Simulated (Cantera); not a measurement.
Feed: 1 mol AlCl3, 32 mol N2O, 520 mol N2, equilibrated at 0.100 bar.

These are equilibrium values from Cantera (NASA tables, ideal gas, pure condensed phases), not measurements of a reactor. Candidate condensed phases: Al, AlCl3, AlN, Al2O3; 24 gas species. Kinetics and transport are ignored. All values below are at 1323 K.

Base state: N2 0.970, O2 0.0267, Cl 0.00195, Cl2 0.00166, NO 0.000181 (mole fractions); condensed: Al2O3(s).

What changes in the equilibrium state with this change: N2 from 520 to 22 mol?


| species | before | after |
|---|---|---|
| N2 | 0.970 | 0.761 |
| O2 | 0.0267 | 0.215 |
| Cl2 | 0.00166 | 0.0179 |
| ClO | 3.20e-6 | 2.98e-5 |
| Cl | 0.00195 | 0.00642 |
| Al2O3(s), mol | 0.500 | 0.500 |
